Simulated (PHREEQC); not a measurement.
**Metal-bearing waste water: speciation**

A solution holds 2.8 mmol/kgw FeSO4, 0.38 mmol/kgw MgSO4, 0.27 mmol/kgw HCl and 3 mmol/kgw Na2SO4, at 75 °C. Closed to the air; pH follows from the charge balance.

Model: ion-association model, phreeqc.dat, run in PHREEQC.

This is a speciation only: nothing precipitates in the calculation.

Question: What pH, ionic strength, specific conductance does the model give?

Answer: pH 3.91; ionic strength 0.0164 mol/kgw; specific conductance 2660 µS/cm.

Question: In which forms is Mg present?

Answer: MgSO4 53 %, Mg+2 47 % of the Mg.

Complexes and solids missing from the database can't appear. Constants without temperature data keep their 25 °C values here.
